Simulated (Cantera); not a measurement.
Input (Python, Cantera) and output of one run.

```python
import numpy as np
import cantera as ct

gas_names = """
    CL CL2 H HCL H2 Si SiCL SiCL2 SiCL3 SiCL4 SiH SiHCL3 SiH2 SiH2CL2 SiH3 SiH3CL SiH4 Si2 Si3
""".split()
cond_names = """
    Si(cr) Si(L)
""".split()


# ... load() reads the species with a 1 bar reference pressure and builds the phases ...
atoms = {
    'SiHCl3': {'Si': 1, 'H': 1, 'CL': 3},
    'H2': {'H': 2},
}
top_T = {}  # K; cautious upper limits of use, not melting points


# ... equilibrate(T, P, feed) seeds the gas with the atoms and calls Mixture.equilibrate('TP', solver="vcs", rtol=1e-11, max_steps=5000) ...
results = []
feed = {'SiHCl3': 1, 'H2': 13}  # mol
P = 100000  # Pa
for T in [1398, 1548, 1698, 1848, 1998, 2148, 2298, 2448, 2598]:
    mix = equilibrate(T, P, feed)
    results.append((T, P, feed, dict(zip(mix.species_names, mix.species_moles))))
    x = sorted(zip(gas.X, gas.species_names), reverse=True)
    print(f"T = {T:g} K  P = {P:g} Pa  gas = {mix.phase_moles(0):.4g} mol")
    print("   x: " + "  ".join(f"{s} {v:.3e}" for v, s in x if v > 1e-05))
    print("   condensed (mol): " + ("  ".join(f"{mix.phase(i).name} {mix.phase_moles(i):.4g}"
          for i in range(1, mix.n_phases) if mix.phase_moles(i) > 1e-12) or "none"))
```

It prints:

```
T = 1398 K  P = 100000 Pa  gas = 14.62 mol
   x: H2 8.808e-01  HCL 7.243e-02  SiCL2 1.754e-02  SiCL4 1.137e-02  SiHCL3 9.709e-03  SiCL3 6.833e-03  SiH2CL2 1.245e-03  SiH3CL 4.594e-05
   condensed (mol): Si(cr) 0.3164
T = 1548 K  P = 100000 Pa  gas = 14.84 mol
   x: H2 8.606e-01  HCL 9.263e-02  SiCL2 3.318e-02  SiCL3 6.119e-03  SiHCL3 3.586e-03  SiCL4 3.160e-03  SiH2CL2 6.631e-04  SiH3CL 3.631e-05  H 2.857e-05
   condensed (mol): Si(cr) 0.3061
T = 1698 K  P = 100000 Pa  gas = 14.94 mol
   x: H2 8.526e-01  HCL 9.966e-02  SiCL2 4.186e-02  SiCL3 3.673e-03  SiHCL3 1.049e-03  SiCL4 6.373e-04  SiH2CL2 3.009e-04  H 1.335e-04  SiH3CL 2.618e-05  CL 1.214e-05  SiH2 1.191e-05  SiCL 1.165e-05
   condensed (mol): Si(L) 0.2891
T = 1848 K  P = 100000 Pa  gas = 14.98 mol
   x: H2 8.457e-01  HCL 1.098e-01  SiCL2 4.126e-02  SiCL3 2.025e-03  H 4.876e-04  SiHCL3 3.181e-04  SiCL4 1.468e-04  SiH2CL2 1.271e-04  SiCL 4.912e-05  CL 4.810e-05  SiH2 3.518e-05  SiH3CL 1.573e-05
   condensed (mol): Si(L) 0.3411
T = 1998 K  P = 100000 Pa  gas = 15 mol
   x: H2 8.403e-01  HCL 1.172e-01  SiCL2 3.920e-02  H 1.471e-03  SiCL3 1.159e-03  SiCL 1.631e-04  CL 1.527e-04  SiHCL3 1.101e-04  SiH2 8.821e-05  SiH2CL2 5.932e-05  Si 4.253e-05  SiCL4 3.953e-05  SiH 2.657e-05  SiH3CL 1.007e-05
   condensed (mol): Si(L) 0.3863
T = 2148 K  P = 100000 Pa  gas = 15.03 mol
   x: H2 8.344e-01  HCL 1.228e-01  SiCL2 3.677e-02  H 3.807e-03  SiCL3 7.005e-04  SiCL 4.523e-04  CL 4.101e-04  Si 2.200e-04  SiH2 1.938e-04  SiH 9.862e-05  SiHCL3 4.329e-05  SiH2CL2 3.036e-05  SiCL4 1.243e-05
   condensed (mol): Si(L) 0.4206
T = 2298 K  P = 100000 Pa  gas = 15.09 mol
   x: H2 8.261e-01  HCL 1.269e-01  SiCL2 3.421e-02  H 8.705e-03  SiCL 1.086e-03  CL 9.628e-04  Si 9.153e-04  SiCL3 4.431e-04  SiH2 3.820e-04  SiH 3.067e-04  SiHCL3 1.886e-05  Si2 1.760e-05  SiH2CL2 1.672e-05
   condensed (mol): Si(L) 0.435
T = 2448 K  P = 100000 Pa  gas = 15.22 mol
   x: H2 8.123e-01  HCL 1.289e-01  SiCL2 3.146e-02  H 1.794e-02  Si 3.191e-03  SiCL 2.314e-03  CL 2.021e-03  SiH 8.236e-04  SiH2 6.860e-04  SiCL3 2.889e-04  Si2 7.873e-05  Si3 1.388e-05
   condensed (mol): Si(L) 0.4065
T = 2598 K  P = 100000 Pa  gas = 15.49 mol
   x: H2 7.883e-01  HCL 1.280e-01  H 3.380e-02  SiCL2 2.836e-02  Si 9.608e-03  SiCL 4.443e-03  CL 3.848e-03  SiH 1.953e-03  SiH2 1.132e-03  Si2 2.947e-04  SiCL3 1.901e-04  Si3 4.912e-05
   condensed (mol): Si(L) 0.2805
```

Equilibrium computed with Cantera from the NASA thermochemical tables; the gas is ideal and each condensed phase is pure. The tables' values for SiCl3, SiCl are old estimates; treat these amounts as uncertain. Gases not in the tables: Si2H6 and higher silanes.
